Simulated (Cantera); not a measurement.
An isothermal, constant-pressure homogeneous reactor starts with C2H6 : N2 = 1 : 96 (molar parts), at 1650 K and 100.0 Torr.

Cantera simulation using GRI-Mech 3.0 (53 species, 325 reactions); the numbers are that mechanism's predictions, not measurements. GRI-Mech 3.0 stops at C3 and has no aromatics, soot or wall deposition, so with more carbon than oxygen in the feed, carbon stays in small species such as C2H2 where larger ones or solid carbon would form.

One state of this run: x C2H6 = 2.31e-10; x CH2 = 1.97e-9; x H2 = 0.0201; x C2H2 = 0.0101; x HCN = 2.12e-5; x C2H = 7.74e-8. x: mole fraction; the columns are a selection and need not sum to one.

Q: Which value of t (s) does it belong to?
A. 0.148
B. 18.1
C. 5.44
D. 1.64

A: B, 18.1
